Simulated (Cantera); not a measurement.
## Low-pressure radical oxidation in H2/O2

An isothermal, constant-pressure homogeneous reactor starts with H₂ : O₂ = 0.2 : 1 (molar parts), equivalence ratio 0.10, at 1250 K and 0.0300 bar.

Detailed kinetics in Cantera: the H2/O2 subset of GRI-Mech 3.0, which has no nitrogen chemistry. Radical loss at walls, strong at low pressure, is not modelled. The temperature is held fixed by assumption; the heat of reaction is taken as removed at once.

| t (s) | x H₂ | x O₂ | x HO₂ | x O | x OH | x H₂O |
|---|---|---|---|---|---|---|
| 5.00e-5 | 0.167 | 0.833 | 3.58e-8 | 3.50e-8 | 2.39e-8 | 5.01e-8 |
| 0.000140 | 0.167 | 0.833 | 1.08e-7 | 1.13e-6 | 7.41e-7 | 2.46e-6 |
| 0.000391 | 0.143 | 0.819 | 8.13e-6 | 0.00747 | 0.00455 | 0.0171 |
| 0.00109 | 0.00639 | 0.743 | 1.58e-5 | 0.0621 | 0.00985 | 0.139 |
| 0.00306 | 0.00383 | 0.778 | 1.61e-5 | 0.0342 | 0.00774 | 0.160 |
| 0.00857 | 0.00101 | 0.808 | 1.18e-5 | 0.00853 | 0.00398 | 0.176 |
| 0.0240 | 0.000135 | 0.816 | 4.16e-6 | 0.00114 | 0.00146 | 0.181 |
| 0.0671 | 1.88e-5 | 0.818 | 9.29e-7 | 0.000161 | 0.000552 | 0.181 |
| 0.188 | 3.54e-6 | 0.818 | 2.18e-7 | 3.10e-5 | 0.000242 | 0.182 |
| 0.525 | 8.54e-7 | 0.818 | 6.50e-8 | 7.60e-6 | 0.000120 | 0.182 |
| 1.47 | 2.44e-7 | 0.818 | 3.13e-8 | 2.20e-6 | 6.45e-5 | 0.182 |
| 4.11 | 8.30e-8 | 0.818 | 2.93e-8 | 7.51e-7 | 3.77e-5 | 0.182 |
| 11.5 | 4.39e-8 | 0.818 | 3.46e-8 | 3.97e-7 | 2.74e-5 | 0.182 |
| 32.2 | 4.03e-8 | 0.818 | 3.56e-8 | 3.64e-7 | 2.62e-5 | 0.182 |
| 90.0 | 4.03e-8 | 0.818 | 3.56e-8 | 3.64e-7 | 2.62e-5 | 0.182 |
x: mole fraction; the columns are a selection and need not sum to one.

Equilibrium at this temperature and pressure: H₂ 4.03e-8, O₂ 0.818, HO₂ 3.56e-8, O 3.64e-7, OH 2.62e-5, H₂O 0.182 (gas phase only).
